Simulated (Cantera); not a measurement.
A perfectly stirred reactor is fed with CH4 : H2 = 1 : 1.4 (molar parts), at 0.240 Torr; it is held at 1950 K, and followed from long to short residence time.

Cantera simulation using GRI-Mech 3.0 (53 species, 325 reactions); the numbers are that mechanism's predictions, not measurements. GRI-Mech 3.0 stops at C3 and has no aromatics, soot or wall deposition, so with more carbon than oxygen in the feed, carbon stays in small species such as C2H2 where larger ones or solid carbon would form. Radical loss at walls, strong at low pressure, is not modelled.

What does this change do: temperature 1950 to 1625 K?


```
quantity                  before     after
----------------------  --------  --------
x(CH4) at τ = 2.70 s      0.0668     0.300
x(H2) at τ = 2.70 s        0.803     0.655
x(H) at τ = 2.70 s       0.00369  0.000424
x(C2H4) at τ = 2.70 s   0.000885   0.00536
x(CH2) at τ = 2.70 s     1.74e-5   1.33e-6
x(CH4) at τ = 51.0 ms      0.392     0.417
x(H2) at τ = 51.0 ms       0.594     0.583
x(H) at τ = 51.0 ms     0.000686   7.18e-6
x(C2H4) at τ = 51.0 ms   0.00277   5.61e-7
x(CH2) at τ = 51.0 ms    7.01e-6   1.11e-9
```

What does this change do: pressure from 0.240 Torr to 3.75 Torr?


```json
[
 {"quantity": "x(CH4) at τ = 2.70 s", "before": "0.0668", "after": "0.0114"},
 {"quantity": "x(H2) at τ = 2.70 s", "before": "0.803", "after": "0.839"},
 {"quantity": "x(H) at τ = 2.70 s", "before": "0.00369", "after": "0.00566"},
 {"quantity": "x(C2H4) at τ = 2.70 s", "before": "0.000885", "after": "5.89e-5"},
 {"quantity": "x(CH2) at τ = 2.70 s", "before": "1.74e-5", "after": "9.88e-6"},
 {"quantity": "x(CH4) at τ = 51.0 ms", "before": "0.392", "after": "0.138"},
 {"quantity": "x(H2) at τ = 51.0 ms", "before": "0.594", "after": "0.755"},
 {"quantity": "x(H) at τ = 51.0 ms", "before": "0.000686", "after": "0.00277"},
 {"quantity": "x(C2H4) at τ = 51.0 ms", "before": "0.00277", "after": "0.00305"},
 {"quantity": "x(CH2) at τ = 51.0 ms", "before": "7.01e-6", "after": "1.94e-5"}
]
```
